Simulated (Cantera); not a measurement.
## Thermodynamics of hydrogen reduction and annealing atmospheres, feed FeS2 + H2

Charge: 1 mol FeS2, 240 mol H2, at 32000 Pa.

Equilibrium computed with Cantera from the NASA thermochemical tables; the gas is ideal and each condensed phase is pure. Candidate condensed phases: Fe, FeS, FeS2, S; 8 gas species. Metal and sulfide melt together well below either melting point, which pure phases cannot show. Mutual solubility and eutectic melting of coexisting phases are not modelled. FeS: taken at fixed stoichiometry. Gases not in the tables: S3 to S7. Rates play no part.

From 1248 K to 1298 K the condensed part is Fe(γ) + FeS(s). From 1348 K to 1648 K the condensed part is Fe(γ). From 1698 K to 1798 K the condensed part is Fe(δ). From 1848 K to 1898 K the condensed part is Fe(l).

```tsv
T (K)	x H2	x H2S	x H	x SH	n Fe(γ)	n FeS(s)	n Fe(δ)	n Fe(l)
1248	0.995	0.00546	8.23e-7	2.99e-6	0.310	0.690	0	0
1298	0.993	0.00699	1.89e-6	7.06e-6	0.679	0.321	0	0
1348	0.992	0.00831	4.07e-6	1.48e-5	1.000	0	0	0
1398	0.992	0.00830	8.33e-6	2.50e-5	1.000	0	0	0
1448	0.992	0.00827	1.62e-5	4.07e-5	1.000	0	0	0
1498	0.992	0.00824	3.03e-5	6.41e-5	1.000	0	0	0
1548	0.992	0.00818	5.42e-5	9.76e-5	1.000	0	0	0
1598	0.992	0.00811	9.37e-5	0.000144	0.999	0	0	0
1648	0.992	0.00801	0.000157	0.000208	0.998	0	0	0
1698	0.991	0.00787	0.000255	0.000291	0	0	0.995	0
1748	0.991	0.00770	0.000402	0.000397	0	0	0.990	0
1798	0.991	0.00748	0.000620	0.000529	0	0	0.979	0
1848	0.991	0.00722	0.000933	0.000688	0	0	0	0.957
1898	0.990	0.00691	0.00138	0.000874	0	0	0	0.918
```
x: gas mole fraction; n: condensed amount in mol.
